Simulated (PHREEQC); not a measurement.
Metal-bearing waste water (model solution)

Dissolve 20 mmol/kgw Al2(SO4)3 and 7.7 mmol/kgw NaCl at 20 °C. Closed to the air; pH follows from the charge balance.

The numbers come from PHREEQC with the ion-association model, wateq4f.dat.

```yaml
pH: 4.02
ionic_strength: 0.0867 mol/kgw
```

```json
[
 {"species": "AlSO4+", "molality": "0.0281", "activity": "0.0221", "log γ": "-0.104"},
 {"species": "SO4-2", "molality": "0.0187", "activity": "0.00737", "log γ": "-0.405"},
 {"species": "Cl-", "molality": "0.00770", "activity": "0.00598", "log γ": "-0.110"},
 {"species": "Na+", "molality": "0.00744", "activity": "0.00589", "log γ": "-0.101"},
 {"species": "Al(SO4)2-", "molality": "0.00640", "activity": "0.00504", "log γ": "-0.104"},
 {"species": "Al+3", "molality": "0.00529", "activity": "0.00102", "log γ": "-0.717"}
]
```

Precipitation was switched off in this run. The solution is supersaturated, for example in Basaluminite, Gibbsite (slow to form), so a real one may precipitate; this is no full list. Complexes and solids missing from the database can't appear.
